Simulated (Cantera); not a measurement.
Input: 1 mol Cr₂O₃, a varied amount of H₂, at 1750 °C and 420 Pa.

Method: chemical equilibrium by Gibbs-energy minimisation in Cantera with the NASA 1993 tables (ideal gas, pure condensed phases). Candidate condensed phases: Cr, Cr₂O₃, H₂O; 13 gas species. Equilibrium is a limit: real reactors are often held back by kinetics, nucleation or transport.

Problem. Which condensed phases are stable at each of these points (n(H₂) (mol)): 27, 39, 55, 78, 110, 160, 220?

Solution. 
```
n(H₂) (mol)  condensed phases  Cr condensed (%)
-----------  ----------------  ----------------
27                   Cr₂O₃(s)              40.4
39                   Cr₂O₃(s)              13.9
55                   gas only               0.0
78                   gas only               0.0
110                  gas only               0.0
160                  gas only               0.0
220                  gas only               0.0
```

From 27 mol H₂ to 39 mol H₂ the condensed part is Cr₂O₃(s). From 55 mol H₂ to 220 mol H₂ nothing is condensed.
